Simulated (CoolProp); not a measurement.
A single-stage vapour-compression cycle with R142b: evaporating at 233.15 K (dew point), condensing at 287.15 K (bubble point), superheat 10 K, subcooling 0 K, compressor efficiency 0.8, no pressure losses. Each further row changes one setting.

The numbers come from the reference Helmholtz-energy equation of state, Lemmon 2006 in CoolProp. It is a short technical equation, of lower accuracy than the large ones.

| case | cooling COP | pressure ratio | discharge temperature (K) | refrigerating effect (kJ/kg) | volumetric capacity (kJ/m³) |
|---|---|---|---|---|---|
| as stated | 2.83 | 9.97 | 326.6 | 181 | 217 |
| evaporating temperature 238.15 K | 3.25 | 7.65 | 322.5 | 184 | 283 |
| condensing temperature 282.15 K | 3.19 | 8.40 | 320.1 | 187 | 225 |
| subcooling 5 K | 2.93 | 9.97 | 326.6 | 187 | 225 |
| superheat 20 K | 2.83 | 9.97 | 337.6 | 188 | 217 |
| compressor efficiency 0.7 | 2.47 | 9.97 | 336.6 | 181 | 217 |
